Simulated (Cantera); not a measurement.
## NF3 + H2O + N2 (abatement and gas-phase synthesis)

Feed: 1 mol NF3, 0.072 mol H2O, a varied amount of N2, equilibrated at 1348.15 K and 133 Pa.

Cantera equilibrium calculation (NASA polynomials, part measured and part estimated; ideal gas, pure solids and liquids). Candidate condensed phases: H2O; 40 gas species. Rates play no part.

From 0.7 mol N2 to 29 mol N2 nothing is condensed.

```json
[
 {"n(N2) (mol)": "0.7", "log p N2": "-3.42", "log p F": "-3.05", "log p HF": "-4.34", "log p O2": "-4.95", "log p F2": "-6.31", "log p NO": "-7.07"},
 {"n(N2) (mol)": "1.1", "log p N2": "-3.34", "log p F": "-3.09", "log p HF": "-4.38", "log p O2": "-4.99", "log p F2": "-6.39", "log p NO": "-7.04"},
 {"n(N2) (mol)": "1.8", "log p N2": "-3.24", "log p F": "-3.15", "log p HF": "-4.44", "log p O2": "-5.05", "log p F2": "-6.51", "log p NO": "-7.02"},
 {"n(N2) (mol)": "2.8", "log p N2": "-3.16", "log p F": "-3.22", "log p HF": "-4.52", "log p O2": "-5.12", "log p F2": "-6.66", "log p NO": "-7.02"},
 {"n(N2) (mol)": "4.5", "log p N2": "-3.08", "log p F": "-3.32", "log p HF": "-4.62", "log p O2": "-5.23", "log p F2": "-6.87", "log p NO": "-7.03"},
 {"n(N2) (mol)": "7.1", "log p N2": "-3.02", "log p F": "-3.45", "log p HF": "-4.74", "log p O2": "-5.35", "log p F2": "-7.11", "log p NO": "-7.07"},
 {"n(N2) (mol)": "11", "log p N2": "-2.98", "log p F": "-3.58", "log p HF": "-4.88", "log p O2": "-5.49", "log p F2": "-7.38", "log p NO": "-7.11"},
 {"n(N2) (mol)": "18", "log p N2": "-2.94", "log p F": "-3.75", "log p HF": "-5.05", "log p O2": "-5.66", "log p F2": "-7.72", "log p NO": "-7.18"},
 {"n(N2) (mol)": "29", "log p N2": "-2.92", "log p F": "-3.93", "log p HF": "-5.23", "log p O2": "-5.84", "log p F2": "-8.08", "log p NO": "-7.26"}
]
```
log p: log10 of the partial pressure in bar; nothing condenses.
